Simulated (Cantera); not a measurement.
## Equilibrium for silicon etching in halogen gases: Si + HCl + F2

Charge: 1 mol Si, 12 mol HCl, 1.2 mol F2, held at 1298 K and 0.0910 bar.

Cantera equilibrium calculation (NASA polynomials, part measured and part estimated; ideal gas, pure solids and liquids). Candidate condensed phases: Si; 37 gas species. The tables' values for SiCl3, SiF3 are old estimates; treat these amounts as uncertain. Equilibrium is a limit: real reactors are often held back by kinetics, nucleation or transport.

| Property | Value |
|---|---|
| x(HCl) | 0.848 |
| x(H2) | 0.0650 |
| x(SiF4) | 0.0479 |
| x(SiCl4) | 0.0332 |
| x(HF) | 0.00468 |
| x(SiCl3) | 0.000491 |
| x(SiF3) | 0.000123 |
| x(SiHCl3) | 0.000115 |
| x(SiHF3) | 6.08e-5 |
| gas amount | 12.20 mol |
| log10 activity of Si(s) (absent) | -5.83 |
